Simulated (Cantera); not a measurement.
Input: 1 mol Si3N4, a varied amount of O2, 370 mol N2, equilibrated at 1948 K and 16.0 mbar.

Equilibrium computed with Cantera from the NASA thermochemical tables; the gas is ideal and each condensed phase is pure. Candidate condensed phases: Si, SiO2, Si2N2O, Si3N4; 16 gas species. The tables hold silica as quartz up to 1696 K and as liquid above; real silica turns to tridymite and cristobalite and melts near 1996 K. Rates play no part.

### Question
What share of the Si ends up in condensed phases as a function of n(O2) (mol), at 0.088, 0.12, 0.18, 0.25, 0.36, 0.51, 0.73, 1, 1.5, 2.1?

### Answer
```csv
n(O2) (mol),Si condensed (%),as
0.088,73.1,Si(l)
0.12,71.0,Si(l)
0.18,67.0,Si(l)
0.25,62.3,Si(l)
0.36,55.0,Si(l)
0.51,44.9,Si(l)
0.73,30.3,Si(l)
1,12.2,Si(l)
1.5,0.0,-
2.1,39.8,SiO2(condensed)
```
